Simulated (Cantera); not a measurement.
An isothermal, constant-pressure homogeneous reactor starts with 31.5 % H₂, 68.5 % O₂, equivalence ratio 0.23, at 1023 K and 0.0220 bar.

Detailed kinetics in Cantera: the H2/O2 subset of GRI-Mech 3.0, which has no nitrogen chemistry. Radical loss at walls, strong at low pressure, is not modelled. The temperature is held fixed by assumption; the heat of reaction is taken as removed at once.

x: mole fraction; the columns are a selection and need not sum to one.

| t (s) | x H₂ | x O₂ | x H₂O₂ | x O | x OH |
|---|---|---|---|---|---|
| 0.000700 | 0.315 | 0.685 | 2.32e-11 | 3.34e-7 | 1.34e-7 |
| 0.00182 | 0.159 | 0.617 | 7.23e-7 | 0.0227 | 0.00720 |
| 0.00474 | 0.00823 | 0.612 | 1.45e-6 | 0.0126 | 0.00424 |
| 0.0123 | 0.000767 | 0.625 | 1.31e-6 | 0.000924 | 0.000889 |
| 0.0321 | ? | 0.626 | ? | ? | ? |
| 0.0837 | 1.18e-5 | 0.626 | 2.64e-7 | 1.59e-5 | 0.000115 |
| 0.218 | 1.83e-6 | 0.626 | 1.06e-7 | 3.56e-6 | 5.50e-5 |
| 0.567 | ? | 0.626 | ? | ? | ? |
| 1.48 | 1.10e-7 | 0.626 | 1.82e-8 | 3.16e-7 | 1.63e-5 |
| 3.84 | 3.53e-8 | 0.626 | 7.53e-9 | 1.09e-7 | 9.55e-6 |
| 10.0 | 1.22e-8 | 0.626 | 3.06e-9 | 3.90e-8 | 5.71e-6 |

Q: Some entries are withheld; supply them.

A: 
- 0.0321, x H₂: 8.87e-5
- 0.0321, x H₂O₂: 6.41e-7
- 0.0321, x O: 9.66e-5
- 0.0321, x OH: 0.000279
- 0.567, x H₂: 3.92e-7
- 0.567, x H₂O₂: 4.38e-8
- 0.567, x O: 9.92e-7
- 0.567, x OH: 2.90e-5
